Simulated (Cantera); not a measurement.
## Adiabatic ignition

An adiabatic, constant-volume homogeneous reactor starts with CH4 : O2 : N2 = 1 : 3.03 : 11.4 (molar parts), at 1400 K and 210000 Pa.

Cantera simulation using GRI-Mech 3.0 (53 species, 325 reactions); the numbers are that mechanism's predictions, not measurements.

```tsv
t (s)	T (K)	P (bar)	x CH4	x O2	x NO	x CH2O	x HCN	x HCO	x OH
2.00e-6	1400	2.10	0.0648	0.196	<1e-12	5.87e-10	<1e-12	<1e-12	9.53e-10
6.07e-6	1400	2.10	0.0648	0.196	<1e-12	5.85e-9	<1e-12	<1e-12	1.50e-9
1.84e-5	1400	2.10	0.0648	0.196	<1e-12	5.94e-8	<1e-12	<1e-12	3.65e-9
5.58e-5	1400	2.10	0.0648	0.196	<1e-12	6.98e-7	<1e-12	3.42e-12	1.29e-8
0.000169	1400	2.10	0.0648	0.196	<1e-12	1.13e-5	<1e-12	8.18e-11	6.42e-8
0.000514	1402	2.10	0.0644	0.196	<1e-12	0.000172	<1e-12	2.74e-9	2.92e-7
0.00156	2700	4.14	<1e-12	0.0679	0.000357	1.08e-10	5.09e-11	1.83e-8	0.0183
0.00473	2736	4.17	<1e-12	0.0593	0.0169	7.96e-11	1.88e-10	1.04e-8	0.0156
0.0143	2736	4.17	<1e-12	0.0592	0.0171	7.95e-11	1.89e-10	1.04e-8	0.0155
0.0435	2736	4.17	<1e-12	0.0592	0.0171	7.95e-11	1.89e-10	1.04e-8	0.0155
0.132	2736	4.17	<1e-12	0.0592	0.0171	7.95e-11	1.89e-10	1.04e-8	0.0155
0.400	2736	4.17	<1e-12	0.0592	0.0171	7.95e-11	1.89e-10	1.04e-8	0.0155
```
x: mole fraction; the columns are a selection and need not sum to one.

```
Property                                                           Value
---------------------------------  -------------------------------------
time of steepest temperature rise                                1.53 ms
temperature at 0.400 s                                            2736 K
equilibrium temperature                                           2736 K
x(CH4) at 0.400 s                  <1e-12 (gas-phase equilibrium <1e-12)
x(O2) at 0.400 s                   0.0592 (gas-phase equilibrium 0.0592)
x(NO) at 0.400 s                   0.0171 (gas-phase equilibrium 0.0171)
```
